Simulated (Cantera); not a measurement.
Input: 1 mol N₂O, 0.074 mol O₂, 0.27 mol N₂, at 2327 °C and 13.3 mbar.

Cantera equilibrium calculation (NASA polynomials, part measured and part estimated; ideal gas, pure solids and liquids). The numbers say what is thermodynamically allowed, not how fast it happens.

Base state: N₂ 0.642, O₂ 0.234, O 0.0976, NO 0.0260 (mole fractions); condensed: gas only.

Problem. What changes in the equilibrium state with this change: N₂O replaced by SF₆?

Solution. 
```json
[
 {"species": "F", "before": "0", "after": "0.837"},
 {"species": "S", "before": "0", "after": "0.0754"},
 {"species": "N₂", "before": "0.642", "after": "0.0382"},
 {"species": "O₂", "before": "0.234", "after": "2.30e-5"},
 {"species": "SO", "before": "0", "after": "0.0178"},
 {"species": "S₂", "before": "0", "after": "0.0176"},
 {"species": "SF", "before": "0", "after": "0.0112"},
 {"species": "NO", "before": "0.0260", "after": "6.28e-5"},
 {"species": "O", "before": "0.0976", "after": "0.000968"},
 {"species": "SO₂", "before": "0", "after": "0.00102"},
 {"species": "SF₂", "before": "0", "after": "0.000852"},
 {"species": "S₂O", "before": "0", "after": "2.25e-5"},
 {"species": "SN", "before": "0", "after": "1.25e-5"}
]
```
Further candidate phases: S.
